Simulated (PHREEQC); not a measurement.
PHREEQC input (ion-association model, phreeqc.dat):

```
SOLUTION_SPECIES
  CO3-2 + 10 H+ + 8 e- = CH4 + 3 H2O  # shut off: no methane
    -log_k -100
    -delta_h 0
    -analytic -100
SOLUTION 1
  temp 25
  units mol/kgw
  pH 7 charge
  Cl 0.013
  K 0.013
  C(4) 0.078
  Na 0.078
END
SELECTED_OUTPUT 1
  -reset false
  -pH true
  -pe true
  -ionic_strength true
  -water true
  -totals C Cl K Na C(-4) C(4) Mtg
  -molalities H+ Na+ K+ Cl- CO3-2 OH- HCO3- CO2 (CO2)2 NaOH
    NaCO3- NaHCO3
  -saturation_indices Halite Sylvite
USER_PUNCH 1
  -headings p_Mtg(g) phi_Mtg(g) p_H2O(g) phi_H2O(g) density
  10 PUNCH PR_P("Mtg(g)"), PR_PHI("Mtg(g)"), PR_P("H2O(g)"), PR_PHI("H2O(g)"), RHO
PRINT
  -reset false
USE solution 1
REACTION_TEMPERATURE 1
  100
GAS_PHASE 1
  -fixed_pressure
  -pressure 2
  -temperature 100
  -volume 20
  Mtg(g) 2
  H2O(g) 0
END
# ... the last block is repeated for the other 12 points of P (atm)
```

Selected output (columns that matter, 9 of 13 rows; P (atm) added in front):

```
P (atm)	pH	mu	C	Cl	K	Na	Mtg	si_Halite	si_Sylvite	p_Mtg(g)	phi_Mtg(g)	p_H2O(g)	phi_H2O(g)	density
2	7.5347	0.08862	0.079878	0.013313	0.013313	0.079878	0.00097038	-4.8672	-5.2101	1.0001	1.0015	0.99988	0.98621	0.96352
10	7.5334	0.087736	0.079064	0.013177	0.013177	0.079064	0.0085486	-4.8761	-5.2191	8.978	0.99089	1.022	0.96956	0.96374
20	7.5292	0.087706	0.079042	0.013174	0.013174	0.079042	0.017682	-4.8776	-5.2206	18.953	0.98111	1.0468	0.95219	0.96409
30	7.5249	0.087716	0.079058	0.013176	0.013176	0.079058	0.026456	-4.8786	-5.2217	28.928	0.97197	1.0719	0.93546	0.96444
50	7.5164	0.08776	0.079111	0.013185	0.013185	0.079111	0.043005	-4.8805	-5.2237	48.877	0.955	1.1233	0.90346	0.96515
100	7.4952	0.087891	0.079268	0.013211	0.013211	0.079268	0.079353	-4.8848	-5.2282	98.743	0.91942	1.2575	0.83149	0.96697
150	7.4744	0.088013	0.07942	0.013237	0.013237	0.07942	0.11002	-4.8888	-5.2326	148.6	0.89276	1.3972	0.77099	0.96883
200	7.454	0.08811	0.079554	0.013259	0.013259	0.079554	0.13647	-4.8929	-5.2371	198.46	0.87401	1.5382	0.72143	0.9707
400	7.3759	0.088211	0.079863	0.01331	0.01331	0.079863	0.21745	-4.9093	-5.2551	397.94	0.85724	2.0632	0.60523	0.97816
```

At this temperature some constants are extrapolated from 25 °C, and those without enthalpy data are left unchanged.
